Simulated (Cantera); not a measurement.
Feed: 1 mol SiO2, 0.72 mol CH4, 0.13 mol H2, held at 75.0 Torr.

Cantera equilibrium calculation (NASA polynomials, part measured and part estimated; ideal gas, pure solids and liquids). Candidate condensed phases: C, C6H6, C7H8, C8H18, H2O, Si, SiC, SiO2; 123 gas species. Mutual solubility and eutectic melting of coexisting phases are not modelled. The tables hold silica as quartz up to 1696 K and as liquid above; real silica turns to tridymite and cristobalite and melts near 1996 K. Kinetics and transport are ignored.

Q: Which condensed phases are stable at each of these points (T (K)): 1173, 1373, 1573, 1773, 1973, 2173, 2373, 2573?

A: 
```tsv
T (K)	condensed phases	Si condensed (%)
1173	C(graphite) + SiC(s) + SiO2(β-quartz)	100.0
1373	C(graphite) + SiC(s) + SiO2(β-quartz)	100.0
1573	SiC(s) + SiO2(β-quartz)	99.5
1773	SiC(s) + SiO2(condensed)	61.7
1973	SiO2(condensed)	27.7
2173	SiO2(l)	22.4
2373	gas only	0.0
2573	gas only	0.0
```

From 1173 K to 1373 K the condensed part is C(graphite) + SiC(s) + SiO2(β-quartz). At 1573 K the condensed part is SiC(s) + SiO2(β-quartz). At 1773 K the condensed part is SiC(s) + SiO2(condensed). At 1973 K the condensed part is SiO2(condensed). At 2173 K the condensed part is SiO2(l). From 2373 K to 2573 K nothing is condensed.
